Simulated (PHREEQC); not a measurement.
Solution (25 °C): 0.099 mol/kgw LiBr. Closed to the air; pH follows from the charge balance.

Computed with PHREEQC (ion-association model, phreeqc.dat).

Precipitation was switched off in this run.

Predict the specific conductance, density.

specific conductance 9430 µS/cm; density 1.003 g/cm³.
